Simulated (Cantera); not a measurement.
Cantera run:

```python
import numpy as np
import cantera as ct

gas_names = """
    Electron C C+ C- CH CH+ CH2 CH3 CH2OH CH3O CH4 CH3OH CN CN+ CN- CO CO+ CO2 CO2+ COOH C2 C2+ C2- C2H
    CHCO,ketyl C2H2,acetylene C2H2,vinylidene CH2CO,ketene C2H3,vinyl CH3CN CH3CO,acetyl C2H4
    C2H4O,ethylen CH3CHO,ethanal CH3COOH (HCOOH)2 C2H5 C2H6 CH3OCH3 C2H5OH CCN CNC C2N2 C2O C3
    C3H3,propargyl C3H4,allene C3H4,propyne C3H4,cyclo- C3H5,allyl C3H6,propylene C3H6,cyclo- C3H6O
    C3H7,n-propyl C3H7,i-propyl C3H8 C3H8O,1propanol C3H8O,2propanol C3O2 C4 C4H2 C4H4,1,3-cyclo-
    C4H6,butadiene C4H6,2-butyne C4H6,cyclo- C4H8,1-butene C4H8,cis2-buten C4H8,tr2-butene
    C4H8,isobutene C4H8,cyclo- (CH3COOH)2 C4H9,n-butyl C4H9,i-butyl C4H9,s-butyl C4H9,t-butyl
    C4H10,isobutane C4H10,n-butane C4N2 C5 C5H6,1,3cyclo- C5H8,cyclo- C5H10,1-pentene C5H10,cyclo-
    C5H11,pentyl C5H11,t-pentyl C5H12,n-pentane C5H12,i-pentane CH3C(CH3)2CH3 C6H2 C6H5,phenyl
    C6H5O,phenoxy C6H6 C6H5OH,phenol C6H10,cyclo- C6H12,1-hexene C6H12,cyclo- C6H13,n-hexyl C7H7,benzyl
    C7H8 C7H8O,cresol C7H14,1-heptene C7H15,n-heptyl C7H16,n-heptane C8H8,styrene C8H10,ethylbenz
    C8H16,1-octene C8H17,n-octyl C8H18,isooctane C8H18,n-octane C9H19,n-nonyl C10H8,naphthale
    C10H21,n-decyl C12H9,o-bipheny C12H10,bipheny H H+ H- HCN HCO HCO+ HCCN HNC HNCO HNO HNO2 HNO3 HO2
    H2 H2+ H2- HCHO,formaldehy HCOOH H2O H2O+ H2O2 H3O+ N N+ N- NCO NH NH+ NH2 NH3 NH2OH NH4+ NO NO+ NO2
    NO2- NO3 NO3- N2 N2+ N2- N2H2 N2H4 N2O N2O+ O O+ O- OH OH+ OH- O2 O2+ O2- O3
""".split()
cond_names = """
    C(gr) C6H6(L) C7H8(L) C8H18(L),n-octa H2O(s) H2O(L)
""".split()


def load(file, names, dense=False):
    # The tables refer to 1 bar. Condensed volumes are neglected.
    table = {s.name: s for s in ct.Species.list_from_file(file)}
    out = []
    for n in names:
        d = dict(table[n].input_data)
        d["thermo"] = dict(d["thermo"], **{"reference-pressure": 1e5})
        if dense:
            d["equation-of-state"] = {"model": "constant-volume", "density": "1e6 g/cm^3"}
        out.append(ct.Species.from_dict(d))
    return out


gas = ct.Solution(thermo="ideal-gas", species=load("nasa_gas.yaml", gas_names))
cond = {s.name: ct.Solution(thermo="fixed-stoichiometry", species=[s], name=s.name)
        for s in load("nasa_condensed.yaml", cond_names, dense=True)}
atoms = {
    'n-butane': {'C': 4, 'H': 10},
    'CO2': {'C': 1, 'O': 2},
    'N2': {'N': 2},
    'H2O': {'H': 2, 'O': 1},
}
top_T = {'C(gr)': 4500}  # K; cautious upper limits of use, not melting points


def equilibrate(T, P, feed):
    n = {}
    for name, mol in feed.items():
        for a, k in atoms[name].items():
            n[a] = n.get(a, 0.0) + k * mol
    gas.TPX = T, P, n
    mass = sum(n.values()) * gas.mean_molecular_weight
    gas.equilibrate("TP")
    valid = [c for c in cond.values() if c.min_temp <= T <= top_T.get(c.name, c.max_temp)]
    mix = ct.Mixture([(gas, mass / gas.mean_molecular_weight)] + [(c, 0.0) for c in valid])
    mix.T, mix.P = T, P
    mix.equilibrate("TP", solver="vcs", rtol=1e-11, max_steps=5000)
    return mix


results = []
feed = {'n-butane': 1, 'CO2': 5.3, 'N2': 8, 'H2O': 0.023}  # mol
P = 1000  # Pa
for T in [2500, 2750, 3000, 3250, 3500, 3750, 4000, 4250, 4500, 4750, 5000]:
    mix = equilibrate(T, P, feed)
    results.append((T, P, feed, dict(zip(mix.species_names, mix.species_moles))))

top = {s: max(r[3][s] / sum(r[3][g] for g in gas_names) for r in results) for s in gas_names}
cols = sorted((s for s in top if top[s] > 0.001), key=lambda s: -top[s])[:8]
seen = [c for c in cond_names if any(r[3].get(c, 0) > 1e-12 for r in results)]
print("log10 of partial pressures in bar; condensed amounts in mol")
print(f"{'T/K':>10s}" + "".join(f"{s[:9]:>10s}" for s in cols + seen))
for T, P, feed, n in results:
    ng = sum(n[g] for g in gas_names)
    print(f"{T:10.4g}" + "".join(f"{np.log10(max(n[s] / ng * P / 1e5, 1e-99)):10.3f}" for s in cols)
          + "".join(f"{n.get(c, 0):10.4g}" for c in seen))
```

Result:

```
log10 of partial pressures in bar; condensed amounts in mol
       T/K        CO         H        N2         N        H2         O         C       H2O
      2500    -2.420    -3.039    -2.469    -7.768    -2.878    -4.667   -13.211    -3.480
      2750    -2.447    -2.710    -2.502    -6.870    -3.090    -3.837   -11.989    -3.828
      3000    -2.472    -2.538    -2.535    -6.124    -3.473    -3.477   -10.640    -4.656
      3250    -2.483    -2.479    -2.549    -5.484    -3.972    -3.379    -9.281    -5.738
      3500    -2.487    -2.463    -2.554    -4.932    -4.468    -3.354    -8.050    -6.793
      3750    -2.489    -2.459    -2.558    -4.452    -4.920    -3.345    -6.966    -7.743
      4000    -2.491    -2.458    -2.564    -4.033    -5.322    -3.342    -6.012    -8.585
      4250    -2.495    -2.461    -2.577    -3.666    -5.683    -3.337    -5.174    -9.333
      4500    -2.506    -2.467    -2.604    -3.348    -6.012    -3.315    -4.454    -9.988
      4750    -2.534    -2.480    -2.655    -3.076    -6.322    -3.243    -3.879   -10.537
      5000    -2.595    -2.504    -2.747    -2.853    -6.624    -3.114    -3.459   -10.992
```

Equilibrium computed with Cantera from the NASA thermochemical tables; the gas is ideal and each condensed phase is pure.
